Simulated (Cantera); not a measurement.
Feed: 1 mol CH3SiCl3, 2.3 mol HCl, 250 mol H2, held at 0.100 bar.

Equilibrium computed with Cantera from the NASA thermochemical tables; the gas is ideal and each condensed phase is pure. Candidate condensed phases: C, C6H6, C7H8, C8H18, Si, SiC; 109 gas species. The feed counts by its element totals alone. Kinetics and transport are ignored.

**Question.** At 1725 K, list the 6 most abundant gas species with their mole fractions, and the condensed phases.

**Answer.** H2 0.979, HCl 0.0206, H 0.000581, SiCl2 6.40e-5, CH4 3.77e-5, C2H2 (acetylene) 1.40e-5. Condensed: SiC(s).
